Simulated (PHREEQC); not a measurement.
Dissolve 0.042 mol/kgw HNO3, 0.0079 mol/kgw ZnSO4 and 3.2e-05 mol/kgw MnSO4 at 20 °C. Closed to the air; pH follows from the charge balance.

Model: ion-association model, wateq4f.dat, run in PHREEQC.

Precipitation was switched off in this run.

### Question
Estimate the pH, ionic strength.

### Answer
pH 1.50; ionic strength 0.0617 mol/kgw.

### Question
In which forms is S present?

### Answer
HSO4- 53 %, SO4-2 35 %, ZnSO4 11 %, Zn(SO4)2-2 0.5 % of the S.

Species that the database lacks are ignored.
